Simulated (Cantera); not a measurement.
Feed: 1 mol V₂O₃, 0.55 mol H₂, 4.4 mol N₂, equilibrated at 0.398 Torr.

Cantera equilibrium calculation (NASA polynomials, part measured and part estimated; ideal gas, pure solids and liquids). Candidate condensed phases: H₂O, V, VN, VO, V₂O₃, V₂O₄, V₂O₅; 28 gas species. Mutual solubility and eutectic melting of coexisting phases are not modelled. VO: taken at fixed stoichiometry. Condensed phases not in the tables: the oxides between V₂O₃ and V₂O₅ other than VO₂. The numbers say what is thermodynamically allowed, not how fast it happens.

log p: log10 of the partial pressure in bar; n: condensed amount in mol.

| T (K) | log p N₂ | log p H₂ | log p VO₂ | log p H | n VO(s) | n V₂O₃(s) |
|---|---|---|---|---|---|---|
| 1325 | -3.33 | -4.23 | -11.85 | -7.90 | ___ | 0.999 |
| 1400 | -3.33 | -4.23 | -10.73 | -7.43 | ___ | 0.999 |
| 1475 | -3.33 | -4.23 | -9.72 | -7.00 | ___ | 0.998 |
| 1550 | -3.33 | -4.23 | -8.82 | -6.62 | ___ | 0.997 |
| 1625 | -3.33 | -4.24 | -8.00 | -6.27 | ___ | 0.996 |
| 1700 | -3.33 | -4.24 | -7.26 | -5.95 | ___ | 0.994 |
| 1775 | -3.33 | -4.24 | -6.59 | -5.66 | ___ | 0.990 |
| 1850 | -3.33 | -4.26 | -5.97 | -5.40 | ___ | 0.981 |
| 1925 | -3.33 | -4.27 | -5.40 | -5.16 | ___ | 0.951 |
| 2000 | -3.34 | -4.31 | -4.88 | -4.94 | ___ | 0.858 |

Problem. Complete the blanks.

Solution. 
- 1325, n VO(s): 0.00133
- 1400, n VO(s): 0.00221
- 1475, n VO(s): 0.00347
- 1550, n VO(s): 0.00523
- 1625, n VO(s): 0.00762
- 1700, n VO(s): 0.0109
- 1775, n VO(s): 0.0162
- 1850, n VO(s): 0.0271
- 1925, n VO(s): 0.0553
- 2000, n VO(s): 0.137
